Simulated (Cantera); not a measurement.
Feed: 1 mol C₃H₈, 0.79 mol NH₃, 1.6 mol H₂.

Equilibrium computed with Cantera from the NASA thermochemical tables; the gas is ideal and each condensed phase is pure. Candidate condensed phases: C, C₆H₆, C₇H₈, C₈H₁₈; 92 gas species. The ideal-gas law is rough above about 30 bar. Kinetics and transport are ignored.

What condenses at these points (T in K, P in Pa): (673, 10000000); (873, 100); (773, 100); (1673, 100000); (1473, 1000)?


```
T (K)   P in Pa  condensed phases  C condensed (%)
-----  --------  ----------------  ---------------
673    10000000          gas only              0.0
873         100                 C             99.9
773         100                 C             99.6
1673     100000                 C             99.5
1473       1000                 C             99.9
```
